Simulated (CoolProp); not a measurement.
A closed Brayton cycle with dry air: compressor inlet 307.15 K and 1.2 MPa, high pressure 3.63 MPa, turbine inlet 745 K, compressor efficiency 0.8, turbine efficiency 0.93, recuperator effectiveness 0.9 (on enthalpy, no pinch check). Each further row changes one setting.

The numbers come from the reference Helmholtz-energy equation of state, Lemmon 2000 in CoolProp. It is a pseudo-pure fit of the blend.

| case | thermal efficiency (%) | net work (kJ/kg) | compressor to turbine work | compressor exit (K) | turbine exit (K) |
|---|---|---|---|---|---|
| as stated | 23.3 | 48.0 | 0.75 | 449.6 | 565.7 |
| turbine inlet 695 K | 18.5 | 34.8 | 0.81 | 449.6 | 526.2 |
| compressor inlet 317.15 K | 21.2 | 43.2 | 0.78 | 464.0 | 565.7 |
| high pressure 3.09 MPa | 25.5 | 47.4 | 0.72 | 426.1 | 589.0 |
| recuperator effectiveness 0.5 | 18.9 | 48.0 | 0.75 | 449.6 | 565.7 |
